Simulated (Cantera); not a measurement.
A Cantera script and its output.

```python
import numpy as np
import cantera as ct

gas = ct.Solution("h2o2.yaml")
gas.TPX = 450, 180000, {'H2': 1, 'O2': 0.758, 'N2': 2.85}
flame = ct.FreeFlame(gas, width=0.027)
flame.set_refine_criteria(ratio=3, slope=0.08, curve=0.16)
flame.transport_model = "mixture-averaged"
flame.solve(loglevel=0, auto=True)
flame.transport_model = "multicomponent"
flame.soret_enabled = False
flame.solve(loglevel=0, refine_grid=True)
z, T = flame.grid, flame.T
thick = (T[-1] - T[0]) / np.gradient(T, z).max()
show = ['H2', 'O2', 'H2O', 'OH', 'H', 'HO2']
print(f"laminar burning velocity  {flame.velocity[0] * 100:.3f} cm/s")
print(f"burnt temperature         {T[-1]:.1f} K")
print(f"thermal thickness         {thick * 1e3:.4f} mm")
print(f"grid points               {len(z)}")
z0 = z[flame.heat_release_rate.argmax()]
print(f"{'z/mm':>9s}{'T/K':>9s}{'u/(m/s)':>9s}" + "".join(f"{s:>11s}" for s in show))
rows = []
for k in (-3, -2, -1.5, -1, -0.5, -0.25, 0, 0.25, 0.5, 1, 2, 4, 8):
    zz = z0 + k * thick
    rows.append([k * thick, np.interp(zz, z, T), np.interp(zz, z, flame.velocity),
                 *(np.interp(zz, z, flame.X[gas.species_index(s)]) for s in show)])
    print(f"{rows[-1][0] * 1e3:9.3f}{rows[-1][1]:9.1f}{rows[-1][2]:9.3f}" + "".join(f"{x:11.3e}" for x in rows[-1][3:]))
```

Result:

```
laminar burning velocity  219.588 cm/s
burnt temperature         2042.1 K
thermal thickness         0.1845 mm
grid points               108
     z/mm      T/K  u/(m/s)         H2         O2        H2O         OH          H        HO2
   -0.554    450.0    2.196  2.170e-01  1.645e-01  1.638e-08  1.345e-13  2.662e-14  3.502e-10
   -0.369    450.0    2.195  2.166e-01  1.646e-01  9.414e-07  8.401e-12  1.655e-12  2.700e-08
   -0.277    450.2    2.193  2.155e-01  1.648e-01  7.135e-06  6.727e-11  1.287e-11  2.347e-07
   -0.185    452.6    2.192  2.106e-01  1.658e-01  1.171e-04  4.526e-09  7.967e-10  5.058e-06
   -0.092    528.0    2.477  1.798e-01  1.691e-01  6.484e-03  4.183e-05  2.351e-05  3.567e-04
   -0.046    821.5    3.736  1.339e-01  1.593e-01  4.123e-02  7.329e-04  1.575e-03  4.031e-04
    0.000   1203.6    5.371  7.683e-02  1.286e-01  1.076e-01  2.368e-03  7.973e-03  1.961e-04
    0.046   1475.8    6.549  3.471e-02  9.358e-02  1.677e-01  6.084e-03  1.273e-02  1.108e-04
    0.092   1630.9    7.219  1.771e-02  7.632e-02  1.958e-01  8.960e-03  1.189e-02  7.305e-05
    0.185   1785.0    7.862  9.926e-03  6.797e-02  2.124e-01  1.055e-02  7.244e-03  4.455e-05
    0.369   1906.8    8.350  5.938e-03  6.551e-02  2.227e-01  9.633e-03  3.006e-03  2.436e-05
    0.738   1984.2    8.651  2.813e-03  6.476e-02  2.302e-01  7.238e-03  8.914e-04  1.136e-05
    1.476   2022.4    8.797  1.085e-03  6.490e-02  2.344e-01  4.728e-03  2.056e-04  5.053e-06
```

Model: the H2/O2 subset of GRI-Mech 3.0, which has no nitrogen chemistry, integrated in Cantera. Burning velocities carry a grid error of a few per cent, more on coarse grids. Lean hydrogen flames are cellular in practice and burn faster than this planar one.
